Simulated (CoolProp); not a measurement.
Properties of normal hydrogen at several states.

Computed with CoolProp (reference Helmholtz-energy equation of state, Leachman 2009).

```csv
T (°C),p (bar),phase,cv (kJ/(kg K)),speed of sound (m/s),isothermal compressibility (1/MPa),conductivity (mW/(m K)),Prandtl number
666.35,3.3,gas,10.77,2316,3.028,437,0.676
323.35,0.331,gas,10.42,1853,30.21,308,0.681
-15.65,17.2,supercritical,9.994,1241,0.5751,168,0.681
236.25,2.03,gas,10.39,1715,4.922,275,0.682
```

Viscosity comes from a separate model (Muzny 2013). Thermal conductivity comes from a separate model (Assael 2011).
